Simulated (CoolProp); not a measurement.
n-hexane along the isobar 352 kPa: Z from the reference equation and from simpler models built on Tc = 234.7 °C, pc = 3044 kPa, ω = 0.300; each cubic takes its own stable root.

Computed with CoolProp (reference Helmholtz-energy equation of state, Thol 2019).

```tsv
T (°C)	phase	reference	van der Waals	Soave-Redlich-Kwong	Peng-Robinson
61.15	liquid	0.01757	0.8999	0.01948	0.01723
67.55	liquid	0.01741	0.9046	0.01932	0.01708
73.95	liquid	0.01727	0.9089	0.01918	___
80.45	liquid	0.01714	0.9131	0.01905	0.01683
86.85	liquid	___	0.9169	0.01894	0.01673
93.25	liquid	___	0.9204	0.01885	0.01664
99.75	liquid	0.01683	0.9238	0.01878	___
106.15	liquid	0.01675	0.9270	0.01873	0.01653
112.65	liquid	0.01668	0.9300	0.01871	0.01650
```

### Question
Fill in the missing entries.

### Answer

- 73.95, Peng-Robinson: 0.01695
- 86.85, reference: 0.01702
- 93.25, reference: 0.01692
- 99.75, Peng-Robinson: 0.01658

At some of these states van der Waals gives the other phase, because its saturation line lies elsewhere.
